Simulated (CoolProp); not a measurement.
Vapour-liquid equilibrium of R113 (1) + n-hexane (2) at 71.85 °C; x and y are mole fractions of (1).

Model: multi-fluid Helmholtz-energy mixture model, Marx 1992 and Thol 2019; pair parameters Bell 2016, in CoolProp.

**Question.** Give the bubble pressure and the first vapour's composition at x = 0.5, 0.575, 0.95. Is there an azeotrope?

**Answer.** x = 0.5: 0.1737 MPa, y = 0.645; x = 0.575: 0.1805 MPa, y = 0.702; x = 0.95: 0.2090 MPa, y = 0.964. No azeotrope shows between x = 0.05 and 0.95.

The pair parameters rest on a limited set of measurements; away from them the model extrapolates.
